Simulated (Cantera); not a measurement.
Feed: 1 mol SiF4, 25 mol NH3, at 773.15 K and 0.500 bar.

Method: chemical equilibrium by Gibbs-energy minimisation in Cantera with the NASA 1993 tables (ideal gas, pure condensed phases). Candidate condensed phases: Si, Si3N4; 37 gas species. Rates play no part.

What is the equilibrium state?


```
Item                                    Result
--------------------------------  ------------
x(H2)                                    0.735
x(N2)                                    0.245
x(SiF4)                                 0.0196
x(NH3)                                0.000616
x(HF)                                  3.32e-5
x(SiHF3)                               7.47e-6
n(Si3N4(s))                       0.000109 mol
gas amount                           50.97 mol
log10 activity of Si(s) (absent)        -10.40
```
